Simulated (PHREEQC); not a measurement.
A column of 0.5 m (40 cells, dispersivity 0.04 m, 720 s a shift, diffusion coefficient 3e-10 m²/s) holds 0.019 eq of the database's cation exchanger X per kg of pore water, first in equilibrium with 0.0039 mol KCl, 0.038 mol ZnCl2 and 1e-05 mol HCl per kg of water. It is flushed with 0.016 mol/kgw CdCl2 and 1e-05 mol/kgw HCl, at 25 °C. Values are for the last cell. No CO2 enters from the air. No solid was allowed to form.

Model: ion-association model, phreeqc.dat, run in PHREEQC.

```json
[
 {"pore volumes": "0", "Cd in solution (mol/kgw)": "0", "K in solution (mol/kgw)": "0.00390", "Zn in solution (mol/kgw)": "0.0380", "Cl in solution (mol/kgw)": "0.0799", "ZnX2 on the exchanger (mol/kgw)": "0.00911", "KX on the exchanger (mol/kgw)": "0.000772"},
 {"pore volumes": "0.2625", "Cd in solution (mol/kgw)": "1.24e-6", "K in solution (mol/kgw)": "0.00390", "Zn in solution (mol/kgw)": "0.0380", "Cl in solution (mol/kgw)": "0.0799", "ZnX2 on the exchanger (mol/kgw)": "0.00911", "KX on the exchanger (mol/kgw)": "0.000772"},
 {"pore volumes": "0.3875", "Cd in solution (mol/kgw)": "7.73e-5", "K in solution (mol/kgw)": "0.00388", "Zn in solution (mol/kgw)": "0.0377", "Cl in solution (mol/kgw)": "0.0795", "ZnX2 on the exchanger (mol/kgw)": "0.00911", "KX on the exchanger (mol/kgw)": "0.000771"},
 {"pore volumes": "0.6375", "Cd in solution (mol/kgw)": "0.00154", "K in solution (mol/kgw)": "0.00350", "Zn in solution (mol/kgw)": "0.0328", "Cl in solution (mol/kgw)": "0.0722", "ZnX2 on the exchanger (mol/kgw)": "0.00901", "KX on the exchanger (mol/kgw)": "0.000738"},
 {"pore volumes": "0.7625", "Cd in solution (mol/kgw)": "0.00289", "K in solution (mol/kgw)": "0.00309", "Zn in solution (mol/kgw)": "0.0283", "Cl in solution (mol/kgw)": "0.0654", "ZnX2 on the exchanger (mol/kgw)": "0.00888", "KX on the exchanger (mol/kgw)": "0.000697"},
 {"pore volumes": "1.012", "Cd in solution (mol/kgw)": "0.00553", "K in solution (mol/kgw)": "0.00217", "Zn in solution (mol/kgw)": "0.0193", "Cl in solution (mol/kgw)": "0.0518", "ZnX2 on the exchanger (mol/kgw)": "0.00839", "KX on the exchanger (mol/kgw)": "0.000573"},
 {"pore volumes": "1.262", "Cd in solution (mol/kgw)": "0.00753", "K in solution (mol/kgw)": "0.00141", "Zn in solution (mol/kgw)": "0.0129", "Cl in solution (mol/kgw)": "0.0422", "ZnX2 on the exchanger (mol/kgw)": "0.00757", "KX on the exchanger (mol/kgw)": "0.000430"},
 {"pore volumes": "1.387", "Cd in solution (mol/kgw)": "0.00835", "K in solution (mol/kgw)": "0.00112", "Zn in solution (mol/kgw)": "0.0106", "Cl in solution (mol/kgw)": "0.0391", "ZnX2 on the exchanger (mol/kgw)": "0.00708", "KX on the exchanger (mol/kgw)": "0.000362"},
 {"pore volumes": "1.637", "Cd in solution (mol/kgw)": "0.00980", "K in solution (mol/kgw)": "0.000689", "Zn in solution (mol/kgw)": "0.00751", "Cl in solution (mol/kgw)": "0.0353", "ZnX2 on the exchanger (mol/kgw)": "0.00602", "KX on the exchanger (mol/kgw)": "0.000245"},
 {"pore volumes": "1.762", "Cd in solution (mol/kgw)": "0.0105", "K in solution (mol/kgw)": "0.000537", "Zn in solution (mol/kgw)": "0.00638", "Cl in solution (mol/kgw)": "0.0342", "ZnX2 on the exchanger (mol/kgw)": "0.00548", "KX on the exchanger (mol/kgw)": "0.000197"},
 {"pore volumes": "2.013", "Cd in solution (mol/kgw)": "0.0117", "K in solution (mol/kgw)": "0.000322", "Zn in solution (mol/kgw)": "0.00468", "Cl in solution (mol/kgw)": "0.0330", "ZnX2 on the exchanger (mol/kgw)": "0.00446", "KX on the exchanger (mol/kgw)": "0.000125"},
 {"pore volumes": "2.263", "Cd in solution (mol/kgw)": "0.0127", "K in solution (mol/kgw)": "0.000191", "Zn in solution (mol/kgw)": "0.00346", "Cl in solution (mol/kgw)": "0.0324", "ZnX2 on the exchanger (mol/kgw)": "0.00356", "KX on the exchanger (mol/kgw)": "7.66e-5"},
 {"pore volumes": "2.388", "Cd in solution (mol/kgw)": "0.0131", "K in solution (mol/kgw)": "0.000146", "Zn in solution (mol/kgw)": "0.00298", "Cl in solution (mol/kgw)": "0.0323", "ZnX2 on the exchanger (mol/kgw)": "0.00315", "KX on the exchanger (mol/kgw)": "5.95e-5"},
 {"pore volumes": "2.638", "Cd in solution (mol/kgw)": "0.0138", "K in solution (mol/kgw)": "8.53e-5", "Zn in solution (mol/kgw)": "0.00221", "Cl in solution (mol/kgw)": "0.0321", "ZnX2 on the exchanger (mol/kgw)": "0.00244", "KX on the exchanger (mol/kgw)": "3.55e-5"},
 {"pore volumes": "2.763", "Cd in solution (mol/kgw)": "0.0141", "K in solution (mol/kgw)": "6.50e-5", "Zn in solution (mol/kgw)": "0.00190", "Cl in solution (mol/kgw)": "0.0321", "ZnX2 on the exchanger (mol/kgw)": "0.00214", "KX on the exchanger (mol/kgw)": "2.73e-5"},
 {"pore volumes": "3.013", "Cd in solution (mol/kgw)": "0.0146", "K in solution (mol/kgw)": "3.75e-5", "Zn in solution (mol/kgw)": "0.00140", "Cl in solution (mol/kgw)": "0.0320", "ZnX2 on the exchanger (mol/kgw)": "0.00163", "KX on the exchanger (mol/kgw)": "1.60e-5"},
 {"pore volumes": "3.263", "Cd in solution (mol/kgw)": "0.0150", "K in solution (mol/kgw)": "2.15e-5", "Zn in solution (mol/kgw)": "0.00103", "Cl in solution (mol/kgw)": "0.0320", "ZnX2 on the exchanger (mol/kgw)": "0.00122", "KX on the exchanger (mol/kgw)": "9.27e-6"},
 {"pore volumes": "3.388", "Cd in solution (mol/kgw)": "0.0151", "K in solution (mol/kgw)": "1.63e-5", "Zn in solution (mol/kgw)": "0.000879", "Cl in solution (mol/kgw)": "0.0320", "ZnX2 on the exchanger (mol/kgw)": "0.00105", "KX on the exchanger (mol/kgw)": "7.04e-6"},
 {"pore volumes": "3.638", "Cd in solution (mol/kgw)": "0.0154", "K in solution (mol/kgw)": "9.28e-6", "Zn in solution (mol/kgw)": "0.000640", "Cl in solution (mol/kgw)": "0.0320", "ZnX2 on the exchanger (mol/kgw)": "0.000778", "KX on the exchanger (mol/kgw)": "4.05e-6"},
 {"pore volumes": "3.763", "Cd in solution (mol/kgw)": "0.0155", "K in solution (mol/kgw)": "7.00e-6", "Zn in solution (mol/kgw)": "0.000545", "Cl in solution (mol/kgw)": "0.0320", "ZnX2 on the exchanger (mol/kgw)": "0.000667", "KX on the exchanger (mol/kgw)": "3.06e-6"},
 {"pore volumes": "4.013", "Cd in solution (mol/kgw)": "0.0156", "K in solution (mol/kgw)": "3.97e-6", "Zn in solution (mol/kgw)": "0.000394", "Cl in solution (mol/kgw)": "0.0320", "ZnX2 on the exchanger (mol/kgw)": "0.000487", "KX on the exchanger (mol/kgw)": "1.75e-6"}
]
```
